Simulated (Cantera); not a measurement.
An isothermal, constant-pressure homogeneous reactor starts with C2H6 : N2 = 1 : 1.6 (molar parts), at 1348 K and 0.000280 bar. Integrator tolerance rtol = 1e-08.

Cantera simulation using GRI-Mech 3.0 (53 species, 325 reactions); the numbers are that mechanism's predictions, not measurements. GRI-Mech 3.0 stops at C3 and has no aromatics, soot or wall deposition, so with more carbon than oxygen in the feed, carbon stays in small species such as C2H2 where larger ones or solid carbon would form. Radical loss at walls, strong at low pressure, is not modelled.

**Question.** What does this change do: temperature 1348 to 1975 K?

**Answer.** 
```
quantity                                             before                                    after
-----------------  ----------------------------------------  ---------------------------------------
x(C2H6) at 40.0 s  2.19e-6 (gas-phase equilibrium 1.20e-10)    <1e-12 (gas-phase equilibrium <1e-12)
x(HCN) at 40.0 s     2.91e-8 (gas-phase equilibrium 0.0960)   0.000134 (gas-phase equilibrium 0.134)
x(C2H2) at 40.0 s       0.150 (gas-phase equilibrium 0.169)      0.214 (gas-phase equilibrium 0.144)
x(C2H4) at 40.0 s    0.0351 (gas-phase equilibrium 3.15e-5)  4.63e-7 (gas-phase equilibrium 1.24e-7)
x(CH4) at 40.0 s     0.143 (gas-phase equilibrium 0.000173)  1.17e-6 (gas-phase equilibrium 4.72e-7)
x(H2) at 40.0 s         0.263 (gas-phase equilibrium 0.435)      0.416 (gas-phase equilibrium 0.398)
```

**Question.** What does this change do: temperature 1348 to 1150 K?

**Answer.** 
```json
[
 {"quantity": "x(C2H6) at 40.0 s", "before": "2.19e-6 (gas-phase equilibrium 1.20e-10)", "after": "0.00235 (gas-phase equilibrium 1.98e-8)"},
 {"quantity": "x(HCN) at 40.0 s", "before": "2.91e-8 (gas-phase equilibrium 0.0960)", "after": "2.34e-10 (gas-phase equilibrium 0.0776)"},
 {"quantity": "x(C2H2) at 40.0 s", "before": "0.150 (gas-phase equilibrium 0.169)", "after": "0.0434 (gas-phase equilibrium 0.177)"},
 {"quantity": "x(C2H4) at 40.0 s", "before": "0.0351 (gas-phase equilibrium 3.15e-5)", "after": "0.179 (gas-phase equilibrium 0.000580)"},
 {"quantity": "x(CH4) at 40.0 s", "before": "0.143 (gas-phase equilibrium 0.000173)", "after": "0.114 (gas-phase equilibrium 0.00391)"},
 {"quantity": "x(H2) at 40.0 s", "before": "0.263 (gas-phase equilibrium 0.435)", "after": "0.209 (gas-phase equilibrium 0.430)"}
]
```
